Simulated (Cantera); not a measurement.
Charge: 1 mol C6H6, 0.014 mol O2, held at 2202 °C and 28.0 bar.

Cantera equilibrium calculation (NASA polynomials, part measured and part estimated; ideal gas, pure solids and liquids). Candidate condensed phases: C, C6H6, C7H8, C8H18, H2O; 110 gas species. Equilibrium is a limit: real reactors are often held back by kinetics, nucleation or transport.

Base state: H2 0.972, C2H2 (acetylene) 0.00946, CO 0.00926, H 0.00419, CH4 0.00414, CH3 0.000323, C2H4 0.000205, C4H2 3.79e-5 (mole fractions); condensed: C(graphite).

### Question
What changes in the equilibrium state with this change: temperature from 2202 °C to 277 °C?

### Answer
```csv
species,before,after
CH4,0.00414,0.973
H2O,6.53e-6,0.0183
H2,0.972,0.00906
C2H2 (acetylene),0.00946,<1e-9
H,0.00419,<1e-9
CH3,0.000323,<1e-9
C2H4,0.000205,<1e-9
"C(graphite), mol",5.90,4.52
```

### Question
What changes in the equilibrium state with this change: temperature from 2202 °C to 702 °C?

### Answer
```tsv
species	before	after
CH4	0.00414	0.579
H2	0.972	0.406
H2O	6.53e-6	0.0127
C2H2 (acetylene)	0.00946	<1e-9
H	0.00419	<1e-9
CH3	0.000323	3.34e-9
C4H2	3.79e-5	<1e-9
CO2	1.01e-8	9.28e-5
C(graphite), mol	5.90	4.89
```
